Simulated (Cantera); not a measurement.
## Reactions in the system N-O-Zr

Cantera with NASA thermochemical tables; ideal gases at 1 bar, condensed phases pure. Values are per mole of reaction as written; species without (g) are pure solids or liquids, kept so even where they would boil at 1 bar. ZrN: taken at fixed stoichiometry.

2 O₂(g) + ZrN ⇌ NO₂(g) + ZrO₂

| T (K) | ΔH° (kJ) | ΔS° (J/K) | ΔG° (kJ) | log10 K | condensed phases |
|---|---|---|---|---|---|
| 300 | -698.0 | -158.7 | -650.4 | 113.25 | ZrN(s), ZrO₂(monoclinic) |
| 2298 | -688.6 | -150.5 | -342.8 | 7.79 | ZrN(s), ZrO₂(tetragonal) |
| 2348 | -688.9 | -150.6 | -335.2 | 7.46 | ZrN(s), ZrO₂(tetragonal) |
| 2398 | -689.3 | -150.8 | -327.7 | 7.14 | ZrN(s), ZrO₂(tetragonal) |
| 2448 | -689.6 | -150.9 | -320.2 | 6.83 | ZrN(s), ZrO₂(tetragonal) |
| 2498 | -690.0 | -151.1 | -312.6 | 6.54 | ZrN(s), ZrO₂(tetragonal) |
| 2548 | -690.4 | -151.2 | -305.0 | 6.25 | ZrN(s), ZrO₂(tetragonal) |
| 2598 | -690.8 | -151.4 | -297.5 | 5.98 | ZrN(s), ZrO₂(tetragonal) |
| 2648 | -691.2 | -151.6 | -289.9 | 5.72 | ZrN(s), ZrO₂(s) |
| 2698 | -691.7 | -151.7 | -282.3 | 5.47 | ZrN(s), ZrO₂(s) |
| 2748 | -692.2 | -151.9 | -274.7 | 5.22 | ZrN(s), ZrO₂(s) |
| 2798 | -692.7 | -152.1 | -267.1 | 4.99 | ZrN(s), ZrO₂(s) |
